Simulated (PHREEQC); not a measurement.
Dissolve 93 mmol/kgw HF, 5.6 mmol/kgw NH4HF2 and 0.89 mmol/kgw H2SiF6 at 15 °C. Closed to the air; pH follows from the charge balance.

Equilibrium calculation in PHREEQC: ion-association model, wateq4f.dat.

This is a speciation only: nothing precipitates in the calculation.

Problem. Order these F species by the share of F that they hold, largest first: HF2-, SiF6-2, F-, HF, H2F2.

Solution. HF (57 %), H2F2 (26 %), F- (8.1 %), SiF6-2 (4.9 %), HF2- (3.6 %)

The pH is 2.20 and the ionic strength 0.0135 mol/kgw. wateq4f.dat counts part of the HF as a dimer, H2F2, which phreeqc.dat doesn't know; its constant is uncertain. SiF6-2 is the database's only silicon fluoride.
